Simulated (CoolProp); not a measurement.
Properties of normal hydrogen along the isotherm 50.4 K (Tc = 33.1 K, pc = 1.296 MPa, ω = -0.219).

The numbers come from the reference Helmholtz-energy equation of state, Leachman 2009 in CoolProp.

```json
[
 {"p (MPa)": "0.139", "phase": "gas", "speed of sound (m/s)": "586.7", "viscosity (µPa s)": "2.43"},
 {"p (MPa)": "0.278", "phase": "gas", "speed of sound (m/s)": "585.2", "viscosity (µPa s)": "2.44"},
 {"p (MPa)": "0.417", "phase": "gas", "speed of sound (m/s)": "583.7", "viscosity (µPa s)": "2.46"},
 {"p (MPa)": "0.556", "phase": "gas", "speed of sound (m/s)": "582.4", "viscosity (µPa s)": "2.48"},
 {"p (MPa)": "0.694", "phase": "gas", "speed of sound (m/s)": "581.1", "viscosity (µPa s)": "2.50"},
 {"p (MPa)": "0.833", "phase": "gas", "speed of sound (m/s)": "580.0", "viscosity (µPa s)": "2.52"},
 {"p (MPa)": "0.972", "phase": "gas", "speed of sound (m/s)": "579.0", "viscosity (µPa s)": "2.55"},
 {"p (MPa)": "1.11", "phase": "gas", "speed of sound (m/s)": "578.2", "viscosity (µPa s)": "2.57"},
 {"p (MPa)": "1.25", "phase": "gas", "speed of sound (m/s)": "577.6", "viscosity (µPa s)": "2.60"},
 {"p (MPa)": "1.39", "phase": "supercritical", "speed of sound (m/s)": "577.2", "viscosity (µPa s)": "2.63"},
 {"p (MPa)": "1.53", "phase": "supercritical", "speed of sound (m/s)": "577.0", "viscosity (µPa s)": "2.66"},
 {"p (MPa)": "1.67", "phase": "supercritical", "speed of sound (m/s)": "577.1", "viscosity (µPa s)": "2.70"},
 {"p (MPa)": "1.81", "phase": "supercritical", "speed of sound (m/s)": "577.4", "viscosity (µPa s)": "2.73"},
 {"p (MPa)": "1.94", "phase": "supercritical", "speed of sound (m/s)": "578.0", "viscosity (µPa s)": "2.77"}
]
```

Viscosity comes from a separate model (Muzny 2013).
